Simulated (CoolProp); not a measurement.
R143a at several states: density (kg/m³) from the reference equation and from simpler models built on Tc = 72.7 °C, pc = 37.62 bar, ω = 0.261; each cubic takes its own stable root.

Values from CoolProp's reference Helmholtz-energy equation of state, Lemmon and Jacobsen 2000.

```csv
T (°C),p (bar),phase,reference,van der Waals,Redlich-Kwong,Soave-Redlich-Kwong,Peng-Robinson
-12.85,19,liquid,___,605.4,866.2,___,1024
162.95,1.18,gas,2.749,2.749,2.750,2.747,2.750
127.15,39.6,supercritical,134.5,136.9,135.7,130.0,134.9
49.95,4.74,gas,15.80,15.54,___,15.71,15.79
122.75,1.53,gas,3.943,3.941,3.943,3.940,3.946
```

Problem. Fill in the missing entries.

Solution. 
- -12.85, reference: 1073
- -12.85, Soave-Redlich-Kwong: 904.6
- 49.95, Redlich-Kwong: 15.68
